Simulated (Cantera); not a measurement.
What does this Cantera script print?

```python
import numpy as np
import cantera as ct

gas_names = """
    AL ALI ALI3 ALN AL2 AL2I6 I I2 N N2
""".split()
cond_names = """
    AL(cr) AL(L) ALI3(s) ALI3(L) ALN(s) I2(cr) I2(L)
""".split()


# ... load() reads the species with a 1 bar reference pressure and builds the phases ...
atoms = {
    'AlN': {'AL': 1, 'N': 1},
    'I2': {'I': 2},
    'N2': {'N': 2},
}
top_T = {'ALN(s)': 2750}  # K; cautious upper limits of use, not melting points


# ... equilibrate(T, P, feed) seeds the gas with the atoms and calls Mixture.equilibrate('TP', solver="gibbs", rtol=1e-10, max_steps=50000) ...
results = []
feed = {'AlN': 1, 'I2': 1.6, 'N2': 1.6}  # mol
P = 2300  # Pa
for T in [998, 1048, 1098, 1148, 1198, 1248, 1298, 1348, 1398]:
    mix = equilibrate(T, P, feed)
    results.append((T, P, feed, dict(zip(mix.species_names, mix.species_moles))))

top = {s: max(r[3][s] / sum(r[3][g] for g in gas_names) for r in results) for s in gas_names}
cols = sorted((s for s in top if top[s] > 0.0001), key=lambda s: -top[s])[:8]
seen = [c for c in cond_names if any(r[3].get(c, 0) > 1e-12 for r in results)]
print("log10 of partial pressures in bar; condensed amounts in mol")
print(f"{'T/K':>10s}" + "".join(f"{s[:9]:>10s}" for s in cols + seen))
for T, P, feed, n in results:
    ng = sum(n[g] for g in gas_names)
    print(f"{T:10.4g}" + "".join(f"{np.log10(max(n[s] / ng * P / 1e5, 1e-99)):10.3f}" for s in cols)
          + "".join(f"{n.get(c, 0):10.4g}" for c in seen))
```

Output:

```
log10 of partial pressures in bar; condensed amounts in mol
       T/K        N2         I      ALI3        I2       ALI    ALN(s)
       998    -1.848    -2.780    -2.206    -3.032    -9.218    0.1026
      1048    -1.858    -2.620    -2.227    -3.097    -8.377     0.129
      1098    -1.871    -2.479    -2.256    -3.164    -7.615    0.1679
      1148    -1.888    -2.354    -2.295    -3.235    -6.924    0.2201
      1198    -1.909    -2.246    -2.347    -3.311    -6.295    0.2855
      1248    -1.933    -2.152    -2.412    -3.394    -5.722    0.3632
      1298    -1.959    -2.073    -2.492    -3.485    -5.199    0.4502
      1348    -1.986    -2.008    -2.590    -3.586    -4.723    0.5416
      1398    -2.013    -1.956    -2.707    -3.697    -4.289    0.6299
```

Method: chemical equilibrium by Gibbs-energy minimisation in Cantera with the NASA 1993 tables (ideal gas, pure condensed phases).
